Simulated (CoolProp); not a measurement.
Vapour-liquid equilibrium of R134a (1) + R245fa (2) at 0.55 bar; x and y are mole fractions of (1).

Values from CoolProp's multi-fluid Helmholtz-energy mixture model, Tillner-Roth 1994 and Akasaka 2015; pair parameters Akasaka 2014.

```tsv
x	bubble temperature (°C)	y at the bubble point	dew temperature at overall composition x (°C)	liquid density (mol/L)
0.05	-3.8	0.225	[?]	10.65
0.2	-14.2	0.604	-3.3	[?]
0.35	-21.5	0.780	-6.8	11.68
0.5	-26.9	0.874	-10.9	[?]
0.65	-31.2	0.931	-15.9	12.63
0.8	-34.8	0.968	-22.5	13.13
0.95	-37.7	0.993	-32.9	13.67
```

Some entries are withheld; supply them.


- 0.05, dew temperature at overall composition x (°C): -0.2
- 0.2, liquid density (mol/L): 11.19
- 0.5, liquid density (mol/L): 12.15

No azeotrope shows between x = 0.05 and 0.95.

The pair parameters rest on a limited set of measurements; away from them the model extrapolates.
